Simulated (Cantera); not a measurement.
Feed: 1 mol MgO, 1.1 mol Cl2, 2.3 mol O2, equilibrated at 65000 Pa.

Cantera equilibrium calculation (NASA polynomials, part measured and part estimated; ideal gas, pure solids and liquids). Candidate condensed phases: Mg, MgCl2, MgO; 11 gas species. The numbers say what is thermodynamically allowed, not how fast it happens.

x: gas mole fraction; n: condensed amount in mol.

```json
[
 {"T (K)": "1348", "x O2": "0.674", "x Cl2": "0.299", "x MgCl2": "0.0134", "x Cl": "0.0127", "x ClO": "0.000257", "n MgO(s)": "0.954"},
 {"T (K)": "1373", "x O2": "0.674", "x Cl2": "0.292", "x MgCl2": "0.0181", "x Cl": "0.0154", "x ClO": "0.000299", "n MgO(s)": "0.937"},
 {"T (K)": "1398", "x O2": "0.674", "x Cl2": "0.283", "x MgCl2": "0.0240", "x Cl": "0.0185", "x ClO": "0.000345", "n MgO(s)": "0.916"},
 {"T (K)": "1423", "x O2": "0.674", "x Cl2": "0.272", "x MgCl2": "0.0313", "x Cl": "0.0219", "x ClO": "0.000395", "n MgO(s)": "0.891"},
 {"T (K)": "1448", "x O2": "0.674", "x Cl2": "0.260", "x MgCl2": "0.0399", "x Cl": "0.0257", "x ClO": "0.000448", "n MgO(s)": "0.860"},
 {"T (K)": "1473", "x O2": "0.674", "x Cl2": "0.245", "x MgCl2": "0.0500", "x Cl": "0.0298", "x ClO": "0.000503", "n MgO(s)": "0.823"},
 {"T (K)": "1498", "x O2": "0.675", "x Cl2": "0.229", "x MgCl2": "0.0612", "x Cl": "0.0342", "x ClO": "0.000559", "n MgO(s)": "0.781"},
 {"T (K)": "1523", "x O2": "0.675", "x Cl2": "0.212", "x MgCl2": "0.0735", "x Cl": "0.0389", "x ClO": "0.000615", "n MgO(s)": "0.735"},
 {"T (K)": "1548", "x O2": "0.675", "x Cl2": "0.194", "x MgCl2": "0.0865", "x Cl": "0.0436", "x ClO": "0.000670", "n MgO(s)": "0.685"},
 {"T (K)": "1573", "x O2": "0.676", "x Cl2": "0.175", "x MgCl2": "0.0998", "x Cl": "0.0485", "x ClO": "0.000723", "n MgO(s)": "___"},
 {"T (K)": "1598", "x O2": "0.676", "x Cl2": "0.157", "x MgCl2": "0.113", "x Cl": "0.0533", "x ClO": "0.000772", "n MgO(s)": "___"},
 {"T (K)": "1623", "x O2": "0.677", "x Cl2": "0.139", "x MgCl2": "0.126", "x Cl": "0.0580", "x ClO": "0.000818", "n MgO(s)": "___"},
 {"T (K)": "1648", "x O2": "0.677", "x Cl2": "0.122", "x MgCl2": "0.138", "x Cl": "0.0627", "x ClO": "0.000860", "n MgO(s)": "___"},
 {"T (K)": "1673", "x O2": "0.677", "x Cl2": "0.106", "x MgCl2": "0.149", "x Cl": "0.0671", "x ClO": "0.000897", "n MgO(s)": "___"}
]
```

Task: What belongs in the gaps?

Result: 
- 1573, n MgO(s): 0.633
- 1598, n MgO(s): 0.581
- 1623, n MgO(s): 0.529
- 1648, n MgO(s): 0.479
- 1673, n MgO(s): 0.433
